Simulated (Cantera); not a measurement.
Input (Python, Cantera):

```python
import numpy as np
import cantera as ct

gas = ct.Solution("gri30.yaml")
gas.TPX = 1798, 73000, {'CH4': 1, 'CO2': 2.6, 'H2': 0.067}
reactor = ct.IdealGasConstPressureReactor(gas, energy="off", clone=False)
net = ct.ReactorNet([reactor])
net.rtol, net.atol = 1e-08, 1e-18
show = ['CH4', 'CO2', 'H2', 'OH', 'CH2', 'H2O']
times = np.geomspace(2e-05, 10, 14)

steps = ct.SolutionArray(gas, extra=["t"])
rows = []
print(f"{'t/s':>10s}{'T/K':>9s}{'P/Pa':>11s}" + "".join(f"{s:>11s}" for s in show))
for t in times:
    while net.time < t:
        t_next = net.step()
        steps.append(gas.state, t=t_next)
    rows.append([np.interp(t, steps.t, y) for y in (steps.T, steps.P, *steps(*show).X.T)])
    print(f"{t:10.3e}{rows[-1][0]:9.1f}{rows[-1][1]:11.4g}" + "".join(f"{x:11.3e}" for x in rows[-1][2:]))
rate = np.gradient(steps.T, steps.t)
print("integrator steps:", len(steps.t))
if steps.T.max() > steps.T[0] + 200:
    print(f"time of steepest temperature rise: {steps.t[rate.argmax()]:.4e} s")
gas.TPX = 1798, 73000, {'CH4': 1, 'CO2': 2.6, 'H2': 0.067}
gas.equilibrate("TP")
print(f"equilibrium (TP): T = {gas.T:.1f} K  " + "  ".join(f"{s} {gas[s].X[0]:.3e}" for s in show))
```

Output:

```
       t/s      T/K       P/Pa        CH4        CO2         H2         OH        CH2        H2O
 2.000e-05   1798.0    7.3e+04  2.720e-01  7.088e-01  1.857e-02  1.705e-07  5.430e-08  2.336e-05
 5.488e-05   1798.0    7.3e+04  2.705e-01  7.083e-01  1.929e-02  3.487e-07  2.860e-07  1.106e-04
 1.506e-04   1798.0    7.3e+04  2.639e-01  7.058e-01  2.361e-02  8.154e-07  9.307e-07  6.474e-04
 4.132e-04   1798.0    7.3e+04  2.348e-01  6.901e-01  4.793e-02  1.945e-06  1.548e-06  4.071e-03
 1.134e-03   1798.0    7.3e+04  1.740e-01  6.362e-01  1.042e-01  3.611e-06  1.188e-06  2.047e-02
 3.111e-03   1798.0    7.3e+04  1.024e-01  5.326e-01  1.393e-01  6.737e-06  9.675e-07  7.465e-02
 8.537e-03   1798.0    7.3e+04  3.863e-02  3.726e-01  1.093e-01  1.438e-05  1.047e-06  1.826e-01
 2.343e-02   1798.0    7.3e+04  1.106e-02  2.501e-01  9.349e-02  2.336e-05  1.023e-06  2.369e-01
 6.428e-02   1798.0    7.3e+04  8.204e-03  1.868e-01  1.299e-01  1.722e-05  4.740e-07  2.130e-01
 1.764e-01   1798.0    7.3e+04  5.030e-03  1.403e-01  1.695e-01  1.236e-05  1.629e-07  1.849e-01
 4.840e-01   1798.0    7.3e+04  1.283e-03  1.183e-01  1.937e-01  1.017e-05  2.642e-08  1.690e-01
 1.328e+00   1798.0    7.3e+04  4.037e-06  1.153e-01  1.976e-01  1.020e-05  7.328e-11  1.670e-01
 3.644e+00   1798.0    7.3e+04  2.552e-09  1.153e-01  1.976e-01  1.024e-05  5.060e-14  1.670e-01
 1.000e+01   1798.0    7.3e+04  2.552e-09  1.153e-01  1.976e-01  1.024e-05  5.060e-14  1.670e-01
integrator steps: 2054
equilibrium (TP): T = 1798.0 K  CH4 2.802e-09  CO2 1.153e-01  H2 1.976e-01  OH 1.024e-05  CH2 5.529e-14  H2O 1.670e-01
```

Cantera simulation using GRI-Mech 3.0 (53 species, 325 reactions); the numbers are that mechanism's predictions, not measurements.
